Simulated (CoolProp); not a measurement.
Saturation properties of carbonyl sulfide.

The numbers come from the reference Helmholtz-energy equation of state, Lemmon 2006 in CoolProp. It is a short technical equation, of lower accuracy than the large ones.

```
T (K)  p (MPa)  liquid density (kg/m³)  liquid cp (kJ/(kg K))
-----  -------  ----------------------  ---------------------
198.2        ?                    1226                  1.165
220    0.08804                    1181                  1.179
241.8   0.2247                    1133                  1.207
263.6   0.4842                    1082                  1.251
285.5   0.9233                    1026                  1.317
307.3    1.597                   962.8                      ?
329.1    2.570                   888.5                  1.596
350.9    3.916                   793.6                  2.009
372.7        ?                   636.0                  5.169
```

### Question
Fill in the missing entries.

### Answer

- 198.2, p (MPa): 0.02728
- 307.3, liquid cp (kJ/(kg K)): 1.418
- 372.7, p (MPa): 5.741

It boils at 223.0 K under 1 atm.
